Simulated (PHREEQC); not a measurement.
Make-up at 20 °C: 0.036 mol Na2SO4 and 0.00033 mol KCl per kg of water. Closed to the air; pH follows from the charge balance.

Computed with PHREEQC (ion-association model, phreeqc.dat).

```yaml
ionic_strength: 0.100 mol/kgw
specific_conductance: 5810 µS/cm
density: 1.003 g/cm³
```

```json
[
 {"species": "Na+", "molality": "0.0680", "activity": "0.0535", "log γ": "-0.104"},
 {"species": "SO4-2", "molality": "0.0320", "activity": "0.0120", "log γ": "-0.426"},
 {"species": "NaSO4-", "molality": "0.00395", "activity": "0.00312", "log γ": "-0.103"},
 {"species": "Cl-", "molality": "0.000330", "activity": "0.000253", "log γ": "-0.115"},
 {"species": "K+", "molality": "0.000307", "activity": "0.000235", "log γ": "-0.116"},
 {"species": "KSO4-", "molality": "2.30e-5", "activity": "1.82e-5", "log γ": "-0.103"},
 {"species": "OH-", "molality": "1.51e-7", "activity": "1.15e-7", "log γ": "-0.118"}
]
```

No solid was allowed to form.
